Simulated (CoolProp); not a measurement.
Vapour-liquid equilibrium of propane (1) + isopentane (2) at 289.5 K; x and y are mole fractions of (1).

Computed with CoolProp (multi-fluid Helmholtz-energy mixture model, Lemmon 2009 and Lemmon 2006; pair parameters Kunz 2012).

```tsv
x	bubble pressure, mixture model (bar)	bubble pressure, Raoult's law (bar)	y, mixture model	y, Raoult's law
0.05	1.082	1.015	0.400	0.374
0.15	1.839	1.707	0.672	0.667
0.25	2.536	2.399	0.781	0.791
0.35	3.198	3.091	0.842	0.859
0.45	3.847	3.783	0.883	0.903
0.55	4.492	4.475	0.914	0.933
0.65	5.143	5.167	0.938	0.955
0.75	5.806	5.859	0.958	0.971
0.85	6.489	6.550	0.976	0.985
0.95	7.208	7.242	0.992	0.995
```

The largest gap from Raoult's law is +7.7 % in bubble pressure, at x = 0.15. No azeotrope shows between x = 0.05 and 0.95.

The pair parameters rest on a limited set of measurements; away from them the model extrapolates. The gap from Raoult's law changes sign with composition, which may be real or a fault of the pair parameters; it wasn't checked against measurements.
